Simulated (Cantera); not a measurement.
An adiabatic, constant-volume homogeneous reactor starts with CH3OH : O2 : N2 = 1 : 2.63 : 17 (molar parts), at 1150 K and 4650 Torr.

Detailed kinetics in Cantera: GRI-Mech 3.0 (53 species, 325 reactions). GRI-Mech 3.0 was tuned for natural gas; its chemistry of methanol as a main component is partial and can be far from experiment.

x: mole fraction; the columns are a selection and need not sum to one.

```csv
t (s),T (K),P (bar),x CH3OH,x O2,x CH4,x CH2CO,x CO2,x NO,x CH2O
3.00e-6,1150,6.20,0.0485,0.127,1.71e-10,<1e-12,5.34e-10,<1e-12,7.68e-9
8.66e-6,1150,6.20,0.0485,0.127,?,<1e-12,?,<1e-12,?
2.50e-5,1150,6.20,0.0485,0.127,7.79e-9,<1e-12,4.47e-9,<1e-12,7.56e-8
7.21e-5,1150,6.20,0.0485,0.127,3.47e-8,<1e-12,1.29e-8,<1e-12,2.37e-7
0.000208,1150,6.20,0.0485,0.127,1.17e-7,<1e-12,3.73e-8,<1e-12,7.20e-7
0.000600,1150,6.20,0.0485,0.127,3.47e-7,<1e-12,1.08e-7,<1e-12,2.31e-6
0.00173,1150,6.20,0.0485,0.127,9.69e-7,<1e-12,3.11e-7,<1e-12,1.17e-5
0.00500,1151,6.21,0.0480,0.127,2.36e-6,3.49e-12,1.06e-6,<1e-12,0.000404
0.0144,2223,12.3,<1e-12,0.0527,<1e-12,<1e-12,0.0469,0.000847,<1e-12
0.0416,2217,12.3,<1e-12,0.0516,<1e-12,<1e-12,0.0469,0.00302,<1e-12
0.120,2210,12.2,<1e-12,0.0503,<1e-12,<1e-12,0.0469,?,<1e-12
0.347,2208,12.2,<1e-12,0.0500,<1e-12,<1e-12,0.0469,0.00633,<1e-12
1.00,2208,12.2,<1e-12,0.0500,<1e-12,<1e-12,0.0469,0.00634,<1e-12
```

Problem. What belongs in the gaps?

Solution. 
- 8.66e-6, x CH4: 1.26e-9
- 8.66e-6, x CO2: 1.55e-9
- 8.66e-6, x CH2O: 2.39e-8
- 0.120, x NO: 0.00560
